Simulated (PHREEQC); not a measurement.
# Spent oxide etchant: an equilibrium model

A solution holds 0.13 mol HF, 0.14 mol H2SiF6, 6.1e-05 mol H3BO3 and 0.0025 mol HCl per kg of water, at 25 °C. Closed to the air; pH follows from the charge balance.

Equilibrium calculation in PHREEQC: ion-association model, phreeqc.dat.

No solid was allowed to form.

**Question.** What pH, density does the model give?

**Answer.** pH 0.66; density 1.012 g/cm³.

**Question.** In which forms is F present?

**Answer.** SiF6-2 87 %, HF 13 % of the F.

SiF6-2 is the database's only silicon fluoride. Real BF4- forms and hydrolyses slowly; the run takes it at equilibrium.
